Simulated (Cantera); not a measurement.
A Cantera script and what it prints.

```python
import numpy as np
import cantera as ct

gas_names = """
    F F2 H HF H2 H2F2 H3F3 H4F4 H5F5 H6F6 H7F7 Si SiF SiF2 SiF3 SiF4 SiH SiHF3 SiH2 SiH2F2 SiH3 SiH3F
    SiH4 Si2 Si3
""".split()
cond_names = """
    Si(cr) Si(L)
""".split()


# ... load() reads the species with a 1 bar reference pressure and builds the phases ...
atoms = {
    'Si': {'Si': 1},
    'HF': {'H': 1, 'F': 1},
    'H2': {'H': 2},
}
top_T = {}  # K; cautious upper limits of use, not melting points


# ... equilibrate(T, P, feed) seeds the gas with the atoms and calls Mixture.equilibrate('TP', solver="vcs", rtol=1e-11, max_steps=5000) ...
results = []
feed = {'Si': 1, 'HF': 2.1, 'H2': 3.4}  # mol
P = 1.2  # Pa
for T in [898, 923, 948, 973, 998, 1023, 1048, 1073, 1098, 1123, 1148, 1173, 1198]:
    mix = equilibrate(T, P, feed)
    results.append((T, P, feed, dict(zip(mix.species_names, mix.species_moles))))
    x = sorted(zip(gas.X, gas.species_names), reverse=True)
    print(f"T = {T:g} K  P = {P:g} Pa  gas = {mix.phase_moles(0):.4g} mol")
    print("   x: " + "  ".join(f"{s} {v:.3e}" for v, s in x if v > 1e-05))
    print("   condensed (mol): " + ("  ".join(f"{mix.phase(i).name} {mix.phase_moles(i):.4g}"
          for i in range(1, mix.n_phases) if mix.phase_moles(i) > 1e-12) or "none"))
```

Output:

```
T = 898 K  P = 1.2 Pa  gas = 4.974 mol
   x: H2 8.941e-01  SiF4 1.046e-01  SiHF3 9.414e-04  SiF3 3.610e-04  HF 3.320e-05
   condensed (mol): Si(cr) 0.4734
T = 923 K  P = 1.2 Pa  gas = 4.975 mol
   x: H2 8.940e-01  SiF4 1.044e-01  SiHF3 9.643e-04  SiF3 5.658e-04  HF 5.313e-05
   condensed (mol): Si(cr) 0.4731
T = 948 K  P = 1.2 Pa  gas = 4.975 mol
   x: H2 8.939e-01  SiF4 1.041e-01  SiHF3 9.857e-04  SiF3 8.653e-04  HF 8.289e-05  SiF2 1.886e-05
   condensed (mol): Si(cr) 0.4727
T = 973 K  P = 1.2 Pa  gas = 4.976 mol
   x: H2 8.938e-01  SiF4 1.037e-01  SiF3 1.293e-03  SiHF3 1.005e-03  HF 1.263e-04  SiF2 3.801e-05
   condensed (mol): Si(cr) 0.4722
T = 998 K  P = 1.2 Pa  gas = 4.976 mol
   x: H2 8.936e-01  SiF4 1.032e-01  SiF3 1.891e-03  SiHF3 1.023e-03  HF 1.884e-04  SiF2 7.385e-05
   condensed (mol): Si(cr) 0.4714
T = 1023 K  P = 1.2 Pa  gas = 4.978 mol
   x: H2 8.933e-01  SiF4 1.025e-01  SiF3 2.710e-03  SiHF3 1.038e-03  HF 2.752e-04  SiF2 1.387e-04
   condensed (mol): Si(cr) 0.4703
T = 1048 K  P = 1.2 Pa  gas = 4.98 mol
   x: H2 8.929e-01  SiF4 1.016e-01  SiF3 3.808e-03  SiHF3 1.051e-03  HF 3.945e-04  SiF2 2.522e-04
   condensed (mol): Si(cr) 0.4688
T = 1073 K  P = 1.2 Pa  gas = 4.982 mol
   x: H2 8.924e-01  SiF4 1.003e-01  SiF3 5.251e-03  SiHF3 1.060e-03  HF 5.553e-04  SiF2 4.449e-04
   condensed (mol): Si(cr) 0.4667
T = 1098 K  P = 1.2 Pa  gas = 4.985 mol
   x: H2 8.917e-01  SiF4 9.860e-02  SiF3 7.107e-03  SiHF3 1.064e-03  HF 7.683e-04  SiF2 7.625e-04
   condensed (mol): Si(cr) 0.4639
T = 1123 K  P = 1.2 Pa  gas = 4.99 mol
   x: H2 8.907e-01  SiF4 9.643e-02  SiF3 9.445e-03  SiF2 1.271e-03  SiHF3 1.063e-03  HF 1.046e-03  H 1.160e-05
   condensed (mol): Si(cr) 0.46
T = 1148 K  P = 1.2 Pa  gas = 4.996 mol
   x: H2 8.895e-01  SiF4 9.366e-02  SiF3 1.232e-02  SiF2 2.064e-03  HF 1.401e-03  SiHF3 1.056e-03  H 1.950e-05
   condensed (mol): Si(cr) 0.4549
T = 1173 K  P = 1.2 Pa  gas = 5.004 mol
   x: H2 8.878e-01  SiF4 9.021e-02  SiF3 1.577e-02  SiF2 3.265e-03  HF 1.849e-03  SiHF3 1.041e-03  H 3.207e-05
   condensed (mol): Si(cr) 0.4481
T = 1198 K  P = 1.2 Pa  gas = 5.014 mol
   x: H2 8.857e-01  SiF4 8.596e-02  SiF3 1.980e-02  SiF2 5.034e-03  HF 2.404e-03  SiHF3 1.018e-03  H 5.165e-05
   condensed (mol): Si(cr) 0.4393
```

Cantera equilibrium calculation (NASA polynomials, part measured and part estimated; ideal gas, pure solids and liquids). The tables' values for SiF3, SiF2 are old estimates; treat these amounts as uncertain.
